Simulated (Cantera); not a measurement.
Silicon etching in halogen gases: Si + HCl + N₂ + F₂

Feed: 1 mol Si, 7.2 mol HCl, 24 mol N₂, 0.73 mol F₂, equilibrated at 1427 °C and 5.10 mbar.

Equilibrium computed with Cantera from the NASA thermochemical tables; the gas is ideal and each condensed phase is pure. Candidate condensed phases: NH₄Cl, Si, Si₃N₄; 49 gas species. The tables' values for SiF₃, SiF₂, SiCl₃ are old estimates; treat these amounts as uncertain. Rates play no part.

- x(N₂): 0.757
- x(HCl): 0.183
- x(SiCl₂): 0.0182
- x(H₂): 0.0181
- x(HF): 0.00737
- x(SiF₄): 0.00536
- x(SiF₃): 0.00462
- x(Cl): 0.00219
- x(SiF₂): 0.00166
- gas amount: 31.70 mol
- log10 activity of Si(l) (absent): -2.56
